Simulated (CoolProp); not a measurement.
Dry air at 293.15 K and 1.29 MPa flows at 0.28 m/s in a round tube of 25 mm bore and 1.5 µm roughness, fully developed (64/Re and Nu = 3.66 if laminar; Colebrook and Gnielinski if turbulent). Each further row changes one setting.

Model: reference Helmholtz-energy equation of state, Lemmon 2000, in CoolProp. It is a pseudo-pure fit of the blend.

```csv
case,Reynolds number,Darcy friction factor,pressure drop (Pa/m),heat-transfer coefficient (W/(m² K)),mass flow (kg/h)
as stated,(withheld),(withheld),(withheld),19.8,7.62
velocity 0.56 m/s,11700,0.0297,(withheld),35.5,(withheld)
diameter 50 mm,11700,0.0297,0.358,(withheld),30.5
```

Problem. Fill in the missing entries.

Solution. 
- as stated, Reynolds number: 5860
- as stated, Darcy friction factor: 0.0358
- as stated, pressure drop (Pa/m): 0.865
- velocity 0.56 m/s, pressure drop (Pa/m): 2.87
- velocity 0.56 m/s, mass flow (kg/h): 15.2
- diameter 50 mm, heat-transfer coefficient (W/(m² K)): 17.7

Viscosity comes from a separate model (Lemmon 2004). Thermal conductivity comes from a separate model (Lemmon 2004).
